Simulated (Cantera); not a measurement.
# Chlorosilane synthesis and conversion: Si + Cl₂ + H₂

Charge: 1 mol Si, 1.1 mol Cl₂, 18 mol H₂, equilibrated at 1300 K and 0.133 bar.

Equilibrium computed with Cantera from the NASA thermochemical tables; the gas is ideal and each condensed phase is pure. Candidate condensed phases: Si; 19 gas species. The tables' values for SiCl₃ are old estimates; treat these amounts as uncertain. Rates play no part.

The x(H₂) comes out as 0.919, the x(HCl) comes out as 0.0607 and the x(SiCl₂) is 0.0107. The x(SiCl₄) is 0.00417. The x(SiHCl₃) is 0.00288. The x(SiCl₃) is 0.00274, the x(SiH₂Cl₂) comes out as 0.000280 and the x(SiH₃Cl) is 7.66e-6. The x(H) comes out as 2.90e-6, the n(Si(s)) comes out as 0.607 mol and the gas amount is 18.94 mol.
